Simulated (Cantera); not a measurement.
Input: 1 mol c-C₄F₈, 3.3 mol H₂, equilibrated at 3225 °C and 10.0 mbar.

Equilibrium computed with Cantera from the NASA thermochemical tables; the gas is ideal and each condensed phase is pure. Candidate condensed phases: C, C₆H₆, C₇H₈, C₈H₁₈; 95 gas species. The feed counts by its element totals alone. The numbers say what is thermodynamically allowed, not how fast it happens.

Base state: F 0.352, H 0.270, HF 0.205, C 0.0750, C₃ 0.0482, CF 0.0250, C₂ 0.0211, H₂ 0.00211 (mole fractions); condensed: gas only.

Question: What changes in the equilibrium state with this change: H₂ from 3.3 to 5.9 mol?

Answer: 
```
species             before     after
----------------  --------  --------
H                    0.270     0.433
F                    0.352     0.222
HF                   0.205     0.206
C₃                  0.0482    0.0341
CF                  0.0250    0.0140
C₂                  0.0211    0.0168
C                   0.0750    0.0668
CF₂               0.000231   8.14e-5
H₂                 0.00211   0.00542
C₂H₂ (acetylene)   2.95e-5   6.02e-5
C₅                0.000210  0.000118
C₄                0.000143   9.01e-5
```

Question: What changes in the equilibrium state with this change: temperature from 3225 °C to 2925 °C?

Answer: 
```json
[
 {"species": "HF", "before": "0.205", "after": "0.466"},
 {"species": "F", "before": "0.352", "after": "0.237"},
 {"species": "H", "before": "0.270", "after": "0.133"},
 {"species": "C", "before": "0.0750", "after": "0.0220"},
 {"species": "C₃", "before": "0.0482", "after": "0.0917"},
 {"species": "C₂", "before": "0.0211", "after": "0.0131"},
 {"species": "CF", "before": "0.0250", "after": "0.0298"},
 {"species": "C₅", "before": "0.000210", "after": "0.00162"},
 {"species": "C₂HF", "before": "5.35e-6", "after": "2.88e-5"},
 {"species": "C₂H₂ (acetylene)", "before": "2.95e-5", "after": "0.000133"},
 {"species": "CF₂", "before": "0.000231", "after": "0.00100"}
]
```
